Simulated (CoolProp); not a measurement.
Vapour-liquid equilibrium of n-pentane (1) + benzene (2) at 92.65 °C; x and y are mole fractions of (1).

Model: multi-fluid Helmholtz-energy mixture model, Thol 2019 and Thol 2012; pair parameters Bell 2016, in CoolProp.

| x | bubble pressure (kPa) | y at the bubble point | dew pressure at overall composition x (kPa) | liquid density (mol/L) |
|---|---|---|---|---|
| 0.05 | 177.3 | 0.203 | 153.5 | 10.07 |
| 0.15 | [?] | 0.432 | 168.2 | 9.765 |
| 0.25 | 271.3 | 0.562 | 186.0 | 9.469 |
| 0.35 | [?] | 0.651 | 207.5 | 9.184 |
| 0.45 | [?] | 0.719 | 234.0 | 8.910 |
| 0.55 | 371.1 | 0.777 | 266.9 | 8.645 |
| 0.65 | 400.3 | 0.828 | 307.6 | [?] |
| 0.75 | 428.9 | 0.878 | 356.8 | 8.146 |
| 0.85 | 457.5 | 0.926 | 412.7 | 7.910 |
| 0.95 | 486.4 | 0.975 | 471.7 | 7.684 |

### Question
Complete the blanks.

### Answer

- 0.15, bubble pressure (kPa): 228.7
- 0.35, bubble pressure (kPa): 307.9
- 0.45, bubble pressure (kPa): 340.7
- 0.65, liquid density (mol/L): 8.391

No azeotrope shows between x = 0.05 and 0.95.

Pair parameters are fitted to limited data, so mixtures are less certain than the pure fluids.
